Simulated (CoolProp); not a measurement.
Vapour-liquid equilibrium of carbon dioxide (1) + dimethyl ether (2) at -41.45 °C; x and y are mole fractions of (1).

The numbers come from the multi-fluid Helmholtz-energy mixture model, Span 1996 and Wu 2011; pair parameters Bell 2016 in CoolProp.

| x | bubble pressure (MPa) | y at the bubble point | dew pressure at overall composition x (MPa) | liquid density (mol/L) |
|---|---|---|---|---|
| 0.05 | 0.07457 | 0.406 | 0.04844 | 16.79 |
| 0.125 | 0.1212 | 0.659 | 0.05231 | 17.33 |
| 0.2 | 0.1728 | 0.780 | 0.05685 | 17.89 |
| 0.275 | 0.2293 | 0.849 | 0.06224 | 18.48 |
| 0.35 | 0.2908 | 0.893 | 0.06877 | 19.10 |
| 0.425 | 0.3570 | 0.923 | 0.07681 | 19.74 |
| 0.5 | 0.4274 | 0.944 | 0.08699 | 20.41 |
| 0.575 | 0.5016 | 0.960 | 0.1003 | 21.11 |
| 0.65 | 0.5787 | 0.971 | 0.1184 | 21.84 |
| 0.725 | 0.6579 | 0.980 | 0.1447 | 22.59 |
| 0.8 | 0.7383 | 0.987 | 0.1862 | 23.36 |
| 0.875 | 0.8188 | 0.993 | 0.2624 | 24.16 |
| 0.95 | 0.8989 | 0.997 | 0.4534 | 24.96 |

No azeotrope shows between x = 0.05 and 0.95.

Pair parameters are fitted to limited data, so mixtures are less certain than the pure fluids.
